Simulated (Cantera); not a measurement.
**Stirred combustor or abatement burner**

A perfectly stirred reactor is fed with H2 : O2 : N2 = 1 : 0.312 : 1.17 (molar parts), equivalence ratio 1.6, at 1280 Torr; it is adiabatic with a 450 K inlet, and is followed from long to short residence time, starting on the burning branch (τ in s: 0.42, 0.12, 0.034, 0.0095, 0.0027, 0.00076, 0.00022, 6.1e-05, 1.7e-05).

Computed with Cantera and the H2/O2 subset of GRI-Mech 3.0, which has no nitrogen chemistry.

```tsv
τ (s)	T (K)	x H2	x O2	x H2O	x O	x H2O2	x HO2
0.42	2320	0.172	1.28e-5	0.286	1.43e-5	5.85e-9	1.08e-8
0.12	2318	0.171	2.12e-5	0.286	1.74e-5	7.29e-9	1.55e-8
0.034	2309	0.171	4.51e-5	0.285	2.81e-5	1.19e-8	3.21e-8
0.0095	2288	0.170	0.000107	0.284	6.47e-5	2.53e-8	9.00e-8
0.0027	2247	0.168	0.000259	0.281	0.000178	5.62e-8	2.65e-7
0.00076	2171	0.164	0.000647	0.276	0.000496	1.20e-7	7.15e-7
0.00022	2051	0.158	0.00157	0.269	0.00122	2.58e-7	1.76e-6
6.1e-5	1870	0.152	0.00381	0.258	0.00252	6.39e-7	4.59e-6
1.7e-5	1635	0.152	0.0102	0.240	0.00404	1.66e-6	1.47e-5
```
x: mole fraction; the columns are a selection and need not sum to one.
